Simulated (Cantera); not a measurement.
An isothermal, constant-pressure homogeneous reactor starts with N₂O : H₂O = 1 : 0.017 (molar parts), at 1500 K and 0.00730 atm.

Cantera simulation using GRI-Mech 3.0 (53 species, 325 reactions); the numbers are that mechanism's predictions, not measurements. GRI-Mech 3.0 was tuned for natural gas; its chemistry of N2O as a main component is partial and can be far from experiment. Radical loss at walls, strong at low pressure, is not modelled. The temperature is held fixed by assumption; the heat of reaction is taken as removed at once.

x: mole fraction; the columns are a selection and need not sum to one.

| t (s) | x N₂O | x H₂O | x H₂O₂ | x H | x O₂ |
|---|---|---|---|---|---|
| 6.00e-6 | 0.983 | 0.0167 | <1e-12 | <1e-12 | 8.77e-9 |
| 2.35e-5 | 0.983 | 0.0167 | <1e-12 | <1e-12 | 1.32e-7 |
| 9.21e-5 | 0.983 | 0.0167 | <1e-12 | 2.52e-11 | 1.90e-6 |
| 0.000361 | 0.983 | 0.0167 | 7.79e-12 | 1.32e-9 | 2.29e-5 |
| 0.00141 | 0.982 | 0.0167 | 8.41e-10 | 1.69e-8 | 0.000177 |
| 0.00553 | 0.980 | 0.0167 | (withheld) | 7.61e-8 | 0.000856 |
| 0.0217 | 0.969 | 0.0166 | (withheld) | 1.50e-7 | 0.00358 |
| 0.0849 | 0.928 | 0.0163 | (withheld) | 1.70e-7 | 0.0140 |
| 0.333 | 0.789 | 0.0155 | (withheld) | 1.93e-7 | 0.0501 |
| 1.30 | 0.445 | 0.0136 | (withheld) | 2.72e-7 | 0.140 |
| 5.11 | 0.0685 | 0.0115 | 2.77e-10 | 4.92e-7 | 0.240 |
| 20.0 | 0.000194 | 0.0112 | 1.12e-10 | 1.86e-7 | 0.258 |

Problem. Some entries are withheld; supply them.

Solution. 
- 0.00553, x H₂O₂: 3.84e-8
- 0.0217, x H₂O₂: 9.46e-8
- 0.0849, x H₂O₂: 3.67e-8
- 0.333, x H₂O₂: 9.19e-9
- 1.30, x H₂O₂: 1.55e-9
